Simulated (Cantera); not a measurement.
Cantera run:

```python
import numpy as np
import cantera as ct

gas_names = [...]  # 123 gases of nasa_gas.yaml made of C, H, O, Si
cond_names = """
    C(gr) C6H6(L) C7H8(L) C8H18(L),n-octa H2O(s) H2O(L) Si(cr) Si(L) SiC(b) SiO2(Lqz) SiO2(hqz) SiO2(L)
""".split()


# ... load() reads the species with a 1 bar reference pressure and builds the phases ...
atoms = {
    'Si': {'Si': 1},
    'CO': {'C': 1, 'O': 1},
    'H2': {'H': 2},
}
top_T = {'C(gr)': 4500, 'SiC(b)': 3050}  # K; cautious upper limits of use, not melting points


# ... equilibrate(T, P, feed) seeds the gas with the atoms and calls Mixture.equilibrate('TP', solver="vcs", rtol=1e-11, max_steps=5000) ...
results = []
feed = {'Si': 1, 'CO': 0.29, 'H2': 1.4}  # mol
T = 1348  # K
P = 35000  # Pa
mix = equilibrate(T, P, feed)
results.append((T, P, feed, dict(zip(mix.species_names, mix.species_moles))))
x = sorted(zip(gas.X, gas.species_names), reverse=True)
print(f"T = {T:g} K  P = {P:g} Pa  gas = {mix.phase_moles(0):.4g} mol")
print("   x: " + "  ".join(f"{s} {v:.3e}" for v, s in x if v > 1e-06))
print("   condensed (mol): " + ("  ".join(f"{mix.phase(i).name} {mix.phase_moles(i):.4g}"
      for i in range(1, mix.n_phases) if mix.phase_moles(i) > 1e-12) or "none"))
```

Output:

```
T = 1348 K  P = 35000 Pa  gas = 1.4 mol
   x: H2 9.999e-01  SiO 6.736e-05  CH4 7.686e-06  H 3.911e-06
   condensed (mol): Si(cr) 0.565  SiC(b) 0.29  SiO2(hqz) 0.145
```

Equilibrium computed with Cantera from the NASA thermochemical tables; the gas is ideal and each condensed phase is pure. Mutual solubility and eutectic melting of coexisting phases are not modelled. The tables hold silica as quartz up to 1696 K and as liquid above; real silica turns to tridymite and cristobalite and melts near 1996 K.
